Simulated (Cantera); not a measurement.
## Equilibrium for carbothermic reduction: SiO2 + C + N2

Charge: 1 mol SiO2, 2.4 mol C, 3.4 mol N2, held at 16.0 Pa.

Cantera equilibrium calculation (NASA polynomials, part measured and part estimated; ideal gas, pure solids and liquids). Candidate condensed phases: C, Si, SiC, SiO2, Si2N2O, Si3N4; 34 gas species. N2 is the only nitrogen source here; it is nearly inert below about 1500 K, so the nitride shown seldom forms there in practice. Mutual solubility and eutectic melting of coexisting phases are not modelled. The tables' values for SiN are old estimates; treat these amounts as uncertain. Equilibrium is a limit: real reactors are often held back by kinetics, nucleation or transport.

| T (K) | log p N2 | log p CO | log p Si | log p SiO | log p SiC2 | n C(graphite) | n SiO2(β-quartz) | n Si2N2O(s) | n SiC(s) |
|---|---|---|---|---|---|---|---|---|---|
| 873 | -3.80 | -6.04 | <-15 | <-15 | <-15 | 2.38 | 0.987 | 0.00645 | 0 |
| 1023 | -3.89 | -4.51 | <-15 | -12.57 | <-15 | 1.65 | 0.497 | 0.252 | 0 |
| 1173 | -3.98 | -4.26 | <-15 | -9.67 | <-15 | 0.900 | 0 | 0.500 | 0 |
| 1323 | -3.98 | -4.26 | -12.75 | -7.56 | <-15 | 0.900 | 0 | 0.500 | 0 |
| 1473 | -3.99 | -4.26 | -9.69 | -5.50 | -14.07 | 0 | 0 | 0.132 | 0.634 |
| 1623 | -4.00 | -4.30 | -7.88 | -5.05 | -11.96 | 0 | 0 | 0 | 0.700 |
| 1773 | -4.00 | -4.30 | -6.58 | -5.06 | -10.01 | 0 | 0 | 0 | 0.695 |
| 1923 | -4.01 | -4.29 | -5.53 | -5.14 | -8.34 | 0 | 0 | 0 | 0.646 |
| 2073 | -4.03 | -4.28 | -4.90 | -5.75 | -6.63 | 0 | 0 | 0 | 0.431 |
| 2223 | -4.07 | -4.30 | -4.67 | -6.52 | -5.65 | 0.208 | 0 | 0 | 0 |
log p: log10 of the partial pressure in bar; n: condensed amount in mol.

From 873 K to 1023 K the condensed part is C(graphite) + SiO2(β-quartz) + Si2N2O(s). From 1173 K to 1323 K the condensed part is C(graphite) + Si2N2O(s). At 1473 K the condensed part is SiC(s) + Si2N2O(s). From 1623 K to 2073 K the condensed part is SiC(s). At 2223 K the condensed part is C(graphite).
